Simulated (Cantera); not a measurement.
An isothermal, constant-pressure homogeneous reactor starts with H₂ : O₂ = 0.039 : 2.6 (molar parts), at 925 K and 0.0286 atm.

Model: GRI-Mech 3.0 (53 species, 325 reactions), integrated in Cantera. Radical loss at walls, strong at low pressure, is not modelled. Below about 950 K walls govern HO2 and H2O2 in real vessels.

x: mole fraction; the columns are a selection and need not sum to one.

```csv
t (s),x H₂,x O₂,x H,x HO₂,x H₂O₂,x OH,x H₂O
0.000100,0.0148,0.985,2.29e-12,3.42e-12,<1e-12,1.03e-12,<1e-12
0.000277,0.0148,0.985,4.95e-12,9.71e-12,<1e-12,4.82e-12,3.00e-12
0.000765,0.0148,0.985,1.60e-11,2.89e-11,<1e-12,2.30e-11,3.79e-11
0.00211,0.0148,0.985,2.08e-10,1.38e-10,<1e-12,3.39e-10,9.64e-10
0.00585,0.0148,0.985,1.89e-7,___,4.81e-12,3.10e-7,9.55e-7
0.0162,0.00144,0.982,0.000706,___,3.28e-7,0.000570,0.0128
0.0447,9.26e-5,0.985,1.38e-5,___,7.91e-8,8.22e-5,0.0147
0.124,1.64e-5,0.985,8.09e-7,___,4.08e-8,2.79e-5,0.0149
0.342,3.34e-6,0.985,5.57e-8,___,2.28e-8,1.14e-5,0.0149
0.946,6.04e-7,0.985,4.28e-9,___,1.07e-8,4.92e-6,0.0149
2.62,8.04e-8,0.985,3.96e-10,___,4.23e-9,2.26e-6,0.0149
7.23,6.54e-9,0.985,4.58e-11,___,1.50e-9,1.11e-6,0.0149
20.0,4.22e-10,0.985,6.71e-12,___,5.31e-10,5.83e-7,0.0149
```

**Question.** Complete the blanks.

**Answer.** 
- 0.00585, x HO₂: 6.41e-8
- 0.0162, x HO₂: 1.09e-5
- 0.0447, x HO₂: 2.75e-6
- 0.124, x HO₂: 8.73e-7
- 0.342, x HO₂: 2.59e-7
- 0.946, x HO₂: 6.56e-8
- 2.62, x HO₂: 1.58e-8
- 7.23, x HO₂: 4.04e-9
- 20.0, x HO₂: 1.17e-9
